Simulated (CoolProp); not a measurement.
A simple Rankine cycle with propane: condensing at 297.15 K, boiler at 3.58 MPa, turbine inlet 400.4 K, turbine efficiency 0.6, pump efficiency 0.8, no recuperator. Each further row changes one setting.

The numbers come from the reference Helmholtz-energy equation of state, Lemmon 2009 in CoolProp.

| case | thermal efficiency (%) | net work (kJ/kg) | heat in (kJ/kg) | turbine exit temperature (K) | volume ratio over the turbine |
|---|---|---|---|---|---|
| as stated | 8.1 | 39.6 | 489 | [?] | 4.19 |
| turbine inlet 420.4 K | 8.2 | 44.3 | 543 | 376.6 | [?] |
| condensing temperature 289.15 K | 9.1 | 46.4 | [?] | 347.7 | 5.17 |
| boiler pressure 2.51 MPa | 6.4 | 33.2 | 516 | 369.5 | 2.78 |
| turbine efficiency 0.5 | 6.5 | 31.9 | 489 | 357.0 | 4.25 |

Q: What belongs in the gaps?

A: 
- as stated, turbine exit temperature (K): 353.3
- turbine inlet 420.4 K, volume ratio over the turbine: 4.06
- condensing temperature 289.15 K, heat in (kJ/kg): 510
